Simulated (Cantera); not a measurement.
An adiabatic, constant-volume homogeneous reactor starts with C₂H₄ : O₂ : N₂ : H₂O = 1 : 5.77 : 21.7 : 0.57 (molar parts), equivalence ratio 0.52, at 1573 K and 0.987 atm. Integrator tolerance rtol = 1e-08.

Detailed kinetics in Cantera: GRI-Mech 3.0 (53 species, 325 reactions). GRI-Mech 3.0 was tuned for natural gas; its chemistry of ethylene as a main component is partial and can be far from experiment.

Q: What does this change do: 2.1 parts H2 added?

A: 
```
quantity                                                            before                                    after
---------------------------------  ---------------------------------------  ---------------------------------------
time of steepest temperature rise                                  29.3 µs                                  14.8 µs
temperature at 2.00 s                                               2688 K                                   2844 K
equilibrium temperature                                             2688 K                                   2844 K
x(C₂H₄) at 2.00 s                    <1e-12 (gas-phase equilibrium <1e-12)    <1e-12 (gas-phase equilibrium <1e-12)
x(O₂) at 2.00 s                      0.0851 (gas-phase equilibrium 0.0851)    0.0530 (gas-phase equilibrium 0.0530)
x(H₂O) at 2.00 s                     0.0756 (gas-phase equilibrium 0.0756)      0.123 (gas-phase equilibrium 0.123)
x(HCO) at 2.00 s                   5.47e-9 (gas-phase equilibrium 5.47e-9)  2.84e-8 (gas-phase equilibrium 2.84e-8)
x(N₂O) at 2.00 s                   1.35e-6 (gas-phase equilibrium 1.35e-6)  1.30e-6 (gas-phase equilibrium 1.30e-6)
```

Q: What does this change do: initial temperature 1573 to 1023 K?

A: 
```csv
quantity,before,after
time of steepest temperature rise,29.3 µs,43.7 ms
temperature at 2.00 s,2688 K,2419 K
equilibrium temperature,2688 K,2419 K
x(C₂H₄) at 2.00 s,<1e-12 (gas-phase equilibrium <1e-12),<1e-12 (gas-phase equilibrium <1e-12)
x(O₂) at 2.00 s,0.0851 (gas-phase equilibrium 0.0851),0.0882 (gas-phase equilibrium 0.0882)
x(H₂O) at 2.00 s,0.0756 (gas-phase equilibrium 0.0756),0.0839 (gas-phase equilibrium 0.0839)
x(HCO) at 2.00 s,5.47e-9 (gas-phase equilibrium 5.47e-9),3.95e-10 (gas-phase equilibrium 3.95e-10)
x(N₂O) at 2.00 s,1.35e-6 (gas-phase equilibrium 1.35e-6),1.03e-6 (gas-phase equilibrium 1.03e-6)
```

Q: What does this change do: constant pressure in place of constant volume?

A: 
```
quantity                                                            before                                    after
---------------------------------  ---------------------------------------  ---------------------------------------
time of steepest temperature rise                                  29.3 µs                                  30.6 µs
temperature at 2.00 s                                               2688 K                                   2534 K
equilibrium temperature                                             2688 K                                   2534 K
x(C₂H₄) at 2.00 s                    <1e-12 (gas-phase equilibrium <1e-12)    <1e-12 (gas-phase equilibrium <1e-12)
x(O₂) at 2.00 s                      0.0851 (gas-phase equilibrium 0.0851)    0.0870 (gas-phase equilibrium 0.0870)
x(H₂O) at 2.00 s                     0.0756 (gas-phase equilibrium 0.0756)    0.0792 (gas-phase equilibrium 0.0792)
x(HCO) at 2.00 s                   5.47e-9 (gas-phase equilibrium 5.47e-9)  1.52e-9 (gas-phase equilibrium 1.52e-9)
x(N₂O) at 2.00 s                   1.35e-6 (gas-phase equilibrium 1.35e-6)  8.11e-7 (gas-phase equilibrium 8.11e-7)
```
